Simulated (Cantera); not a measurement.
Charge: 1 mol acetone, 0.054 mol H2O, at 625 °C and 0.100 bar.

Cantera equilibrium calculation (NASA polynomials, part measured and part estimated; ideal gas, pure solids and liquids). Candidate condensed phases: C, C6H6, C7H8, C8H18, H2O; 110 gas species. The feed counts by its element totals alone. Kinetics and transport are ignored.

Q: What is the equilibrium state?

A: 
- x(H2): 0.729
- x(CO): 0.195
- x(H2O): 0.0359
- x(CO2): 0.0223
- x(CH4): 0.0170
- n(C(graphite)): 2.10 mol
- gas amount: 3.821 mol
